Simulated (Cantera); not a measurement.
Cantera run:

```python
import numpy as np
import cantera as ct

gas_names = """
    B BH BH2 BH3 BN B2 H H2 N NH NH2 NH3 N2 N2H2 N2H4
""".split()
cond_names = """
    B(b) B(L) BN(s)
""".split()


# ... load() reads the species with a 1 bar reference pressure and builds the phases ...
atoms = {
    'B2H6': {'B': 2, 'H': 6},
    'NH3': {'N': 1, 'H': 3},
}
top_T = {'BN(s)': 3200}  # K; cautious upper limits of use, not melting points


# ... equilibrate(T, P, feed) seeds the gas with the atoms and calls Mixture.equilibrate('TP', solver="vcs", rtol=1e-11, max_steps=5000) ...
results = []
feed = {'B2H6': 1, 'NH3': 0.37}  # mol
T = 2398  # K
P = 59000  # Pa
mix = equilibrate(T, P, feed)
results.append((T, P, feed, dict(zip(mix.species_names, mix.species_moles))))
x = sorted(zip(gas.X, gas.species_names), reverse=True)
print(f"T = {T:g} K  P = {P:g} Pa  gas = {mix.phase_moles(0):.4g} mol")
print("   x: " + "  ".join(f"{s} {v:.3e}" for v, s in x if v > 0.001))
print("   condensed (mol): " + ("  ".join(f"{mix.phase(i).name} {mix.phase_moles(i):.4g}"
      for i in range(1, mix.n_phases) if mix.phase_moles(i) > 1e-12) or "none"))
```

Result:

```
T = 2398 K  P = 59000 Pa  gas = 3.708 mol
   x: H2 9.460e-01  N2 3.116e-02  H 1.995e-02  BH2 2.797e-03
   condensed (mol): B(L) 1.85  BN(s) 0.1389
```

These are equilibrium values from Cantera (NASA tables, ideal gas, pure condensed phases), not measurements of a reactor. The feed counts by its element totals alone. Mutual solubility and eutectic melting of coexisting phases are not modelled. The tables' values for BH2 are old estimates; treat these amounts as uncertain. Gases not in the tables: B2H6 and higher boranes.
